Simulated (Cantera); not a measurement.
Cantera with NASA thermochemical tables; ideal gases at 1 bar, condensed phases pure. Values are per mole of reaction as written; species without (g) are pure solids or liquids, kept so even where they would boil at 1 bar.

3 Cl2(g) + 2 AlF3(g) ⇌ 2 AlCl3 + 6 F(g), with ΔH° = 1483.9 kJ and ΔS° = -51.0 J/K at 300 K.

### Question
How far is the shortcut ΔG° ≈ ΔH°(300 K) − T·ΔS°(300 K) from the full temperature-dependent value at 373, 383, 393, 403, 413, 423, 433, 443, 453, 463, 473 K?

### Answer
```tsv
T (K)	shortcut (kJ)	full (kJ)	difference (kJ)	difference in log10 K	condensed phases
373	1502.9	1502.1	0.8	-0.11	AlCl3(s)
383	1503.4	1502.4	1.0	-0.13	AlCl3(s)
393	1503.9	1502.7	1.2	-0.16	AlCl3(s)
403	1504.4	1502.9	1.5	-0.19	AlCl3(s)
413	1504.9	1503.2	1.8	-0.22	AlCl3(s)
423	1505.4	1503.4	2.1	-0.25	AlCl3(s)
433	1505.9	1503.5	2.4	-0.29	AlCl3(s)
443	1506.5	1503.7	2.7	-0.32	AlCl3(s)
453	1507.0	1503.8	3.1	-0.36	AlCl3(s)
463	1507.5	1504.0	3.5	-0.39	AlCl3(s)
473	1508.0	1503.0	5.0	-0.55	AlCl3(l)
```
The shortcut ignores heat capacities and the phase changes listed.
